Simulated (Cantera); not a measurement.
A Cantera script and what it prints.

```python
import numpy as np
import cantera as ct

gas_names = """
    H HNO HNO2 HNO3 HO2 H2 H2O H2O2 N NH NH2 NH3 NH2OH NO NO2 NO3 N2 N2H2 N2H4 N2O O OH O2 O3 Si SiH
    SiH2 SiH3 SiH4 SiN SiO SiO2 Si2 Si2N Si3
""".split()
cond_names = """
    H2O(s) H2O(L) Si(cr) Si(L) SiO2(Lqz) SiO2(hqz) SiO2(L) Si2N2O(s) Si3N4(a)
""".split()


# ... load() reads the species with a 1 bar reference pressure and builds the phases ...
atoms = {
    'Si3N4': {'Si': 3, 'N': 4},
    'H2O': {'H': 2, 'O': 1},
    'N2': {'N': 2},
}
top_T = {'Si2N2O(s)': 2100, 'Si3N4(a)': 2400}  # K; cautious upper limits of use, not melting points


# ... equilibrate(T, P, feed) seeds the gas with the atoms and calls Mixture.equilibrate('TP', solver="vcs", rtol=1e-11, max_steps=5000) ...
results = []
feed = {'Si3N4': 1, 'H2O': 1.1, 'N2': 32}  # mol
T = 1348.15  # K
P = 460  # Pa
mix = equilibrate(T, P, feed)
results.append((T, P, feed, dict(zip(mix.species_names, mix.species_moles))))
x = sorted(zip(gas.X, gas.species_names), reverse=True)
print(f"T = {T:g} K  P = {P:g} Pa  gas = {mix.phase_moles(0):.4g} mol")
print("   x: " + "  ".join(f"{s} {v:.3e}" for v, s in x if v > 1e-05))
print("   condensed (mol): " + ("  ".join(f"{mix.phase(i).name} {mix.phase_moles(i):.4g}"
      for i in range(1, mix.n_phases) if mix.phase_moles(i) > 1e-12) or "none"))
```

It prints:

```
T = 1348.15 K  P = 460 Pa  gas = 33.47 mol
   x: N2 9.671e-01  H2 3.287e-02
   condensed (mol): Si2N2O(s) 1.1  Si3N4(a) 0.2667
```

Equilibrium computed with Cantera from the NASA thermochemical tables; the gas is ideal and each condensed phase is pure. Mutual solubility and eutectic melting of coexisting phases are not modelled.
